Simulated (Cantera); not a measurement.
Feed: 1 mol Si₃N₄, 4 mol H₂O, 2.3 mol H₂, 0.083 mol O₂, held at 0.0140 bar.

Cantera equilibrium calculation (NASA polynomials, part measured and part estimated; ideal gas, pure solids and liquids). Candidate condensed phases: H₂O, Si, SiO₂, Si₂N₂O, Si₃N₄; 35 gas species. Mutual solubility and eutectic melting of coexisting phases are not modelled. The tables hold silica as quartz up to 1696 K and as liquid above; real silica turns to tridymite and cristobalite and melts near 1996 K. Rates play no part.

### Question
Which condensed phases are stable at each of these points (T (K)): 1573, 1623, 1673, 1723, 1773, 1823, 1873, 1923, 1973?

### Answer
```
T (K)            condensed phases  Si condensed (%)
-----  --------------------------  ----------------
1573   SiO₂(β-quartz) + Si₂N₂O(s)              98.1
1623   SiO₂(β-quartz) + Si₂N₂O(s)              93.6
1673   SiO₂(β-quartz) + Si₂N₂O(s)              79.4
1723              SiO₂(condensed)              38.8
1773              SiO₂(condensed)              38.8
1823              SiO₂(condensed)              38.6
1873              SiO₂(condensed)              38.2
1923              SiO₂(condensed)              37.2
1973              SiO₂(condensed)              35.2
```

From 1573 K to 1673 K the condensed part is SiO₂(β-quartz) + Si₂N₂O(s). From 1723 K to 1973 K the condensed part is SiO₂(condensed).
